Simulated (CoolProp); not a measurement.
A closed Brayton cycle with carbon dioxide: compressor inlet 313.15 K and 9.4 MPa, high pressure 17.6 MPa, turbine inlet 695 K, compressor efficiency 0.89, turbine efficiency 0.9, recuperator effectiveness 0.9 (on enthalpy, no pinch check). Each further row changes one setting.

Model: reference Helmholtz-energy equation of state, Span 1996, in CoolProp.

```csv
case,thermal efficiency (%),net work (kJ/kg),compressor to turbine work,compressor exit (K),turbine exit (K)
as stated,26.2,54.8,0.21,336.1,626.0
turbine inlet 645 K,24.7,48.8,0.23,336.1,578.6
compressor inlet 323.15 K,26.4,45.9,0.34,366.8,626.0
high pressure 15 MPa,23.0,42.4,0.20,330.1,643.4
recuperator effectiveness 0.5,15.4,54.8,0.21,336.1,626.0
```
